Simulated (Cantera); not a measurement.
**Equilibrium for hydrogen reduction and annealing atmospheres: Cr2O3 + H2 + N2**

Charge: 1 mol Cr2O3, 1.3 mol H2, 16 mol N2, held at 1150 K and 5200 Pa.

Cantera equilibrium calculation (NASA polynomials, part measured and part estimated; ideal gas, pure solids and liquids). Candidate condensed phases: Cr, CrN, Cr2N, Cr2O3, H2O; 29 gas species. Kinetics and transport are ignored.

The x(N2) is 0.925 and the x(H2) is 0.0751. The x(H2O) is 1.22e-5, the n(Cr2O3(s)) comes out as 1.000 mol and the gas amount comes out as 17.30 mol. The log10 activity of Cr2N(s) (absent) is -0.08. The log10 activity of Cr(s) (absent) comes out as -0.65.
